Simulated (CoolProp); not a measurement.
Vapour-liquid equilibrium of benzene (1) + p-xylene (2) at 0.237 MPa; x and y are mole fractions of (1).

Values from CoolProp's multi-fluid Helmholtz-energy mixture model, Thol 2012 and Zhou 2012; pair parameters Bell 2016.

```json
[
 {"x": "0.05", "bubble temperature (°C)": "167.9", "y at the bubble point": "0.149", "dew temperature at overall composition x (°C)": "171.5", "liquid density (mol/L)": "6.897"},
 {"x": "0.2", "bubble temperature (°C)": "153.6", "y at the bubble point": "0.477", "dew temperature at overall composition x (°C)": "165.9", "liquid density (mol/L)": "7.333"},
 {"x": "0.35", "bubble temperature (°C)": "141.8", "y at the bubble point": "0.680", "dew temperature at overall composition x (°C)": "…", "liquid density (mol/L)": "7.778"},
 {"x": "0.5", "bubble temperature (°C)": "132.2", "y at the bubble point": "0.808", "dew temperature at overall composition x (°C)": "152.4", "liquid density (mol/L)": "8.237"},
 {"x": "0.65", "bubble temperature (°C)": "124.4", "y at the bubble point": "0.891", "dew temperature at overall composition x (°C)": "143.8", "liquid density (mol/L)": "…"},
 {"x": "0.8", "bubble temperature (°C)": "…", "y at the bubble point": "0.948", "dew temperature at overall composition x (°C)": "132.9", "liquid density (mol/L)": "…"},
 {"x": "0.95", "bubble temperature (°C)": "112.2", "y at the bubble point": "…", "dew temperature at overall composition x (°C)": "…", "liquid density (mol/L)": "9.773"}
]
```

Q: Complete the blanks.

A: 
- 0.35, dew temperature at overall composition x (°C): 159.6
- 0.65, liquid density (mol/L): 8.717
- 0.8, bubble temperature (°C): 117.8
- 0.8, liquid density (mol/L): 9.227
- 0.95, y at the bubble point: 0.989
- 0.95, dew temperature at overall composition x (°C): 117.6

No azeotrope shows between x = 0.05 and 0.95.

Pair parameters are fitted to limited data, so mixtures are less certain than the pure fluids.
